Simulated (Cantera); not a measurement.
A freely propagating, adiabatic, planar premixed flame of CH4 : O2 : N2 = 1 : 2 : 7.52 (molar parts), unburnt at 550 K and 0.681 atm; mixture-averaged transport, grid criteria slope 0.08 and curve 0.16, no radiation.

Computed with Cantera and GRI-Mech 3.0 (53 species, 325 reactions). Burning velocities carry a grid error of a few per cent, more on coarse grids.

Task: What does this change do: 0.29 parts H2 added?

Result: 
```tsv
quantity	before	after
laminar burning velocity	121 cm/s	144 cm/s
thermal thickness	0.467 mm	0.430 mm
peak x(C2H6)	0.00107	0.00103
```
